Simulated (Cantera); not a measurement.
## Adiabatic ignition

An adiabatic, constant-volume homogeneous reactor starts with 6.79 % CH₄, 3.74 % H₂, 18.8 % O₂, 70.7 % N₂, at 950 K and 7500 Torr.

Detailed kinetics in Cantera: GRI-Mech 3.0 (53 species, 325 reactions). Below about 1000 K GRI-Mech 3.0 lacks low-temperature oxidation paths.

| t (s) | T (K) | P (bar) | x CH₄ | x H₂ | x O₂ | x CO₂ | x HO₂ |
|---|---|---|---|---|---|---|---|
| 4.00e-6 | 950 | 10.0 | 0.0679 | 0.0374 | 0.188 | <1e-12 | 1.55e-10 |
| 1.16e-5 | 950 | 10.0 | 0.0679 | 0.0374 | 0.188 | <1e-12 | 4.74e-10 |
| 3.38e-5 | 950 | 10.0 | 0.0679 | 0.0374 | 0.188 | <1e-12 | 1.52e-9 |
| 9.82e-5 | 950 | 10.0 | 0.0679 | 0.0374 | 0.188 | <1e-12 | 4.96e-9 |
| 0.000285 | 950 | 10.0 | 0.0679 | 0.0374 | 0.188 | <1e-12 | 1.54e-8 |
| 0.000830 | 950 | 10.0 | 0.0679 | 0.0374 | 0.188 | <1e-12 | 4.70e-8 |
| 0.00241 | 950 | 10.0 | 0.0679 | 0.0374 | 0.188 | <1e-12 | 1.59e-7 |
| 0.00701 | 950 | 10.0 | 0.0679 | 0.0374 | 0.188 | <1e-12 | 8.66e-7 |
| 0.0204 | 951 | 10.0 | 0.0679 | 0.0373 | 0.188 | 7.83e-10 | 5.69e-6 |
| 0.0592 | 2789 | 29.1 | <1e-12 | 0.00369 | 0.0304 | 0.0593 | 1.96e-5 |
| 0.172 | 2789 | 29.1 | <1e-12 | 0.00369 | 0.0304 | 0.0593 | 1.96e-5 |
| 0.500 | 2789 | 29.1 | <1e-12 | 0.00369 | 0.0304 | 0.0593 | 1.96e-5 |
x: mole fraction; the columns are a selection and need not sum to one.

| Property | Result |
|---|---|
| time of steepest temperature rise | 46.4 ms |
| temperature at 0.500 s | 2789 K |
| equilibrium temperature | 2789 K |
| x(CH₄) at 0.500 s | <1e-12 (gas-phase equilibrium <1e-12) |
| x(H₂) at 0.500 s | 0.00369 (gas-phase equilibrium 0.00369) |
| x(O₂) at 0.500 s | 0.0304 (gas-phase equilibrium 0.0304) |
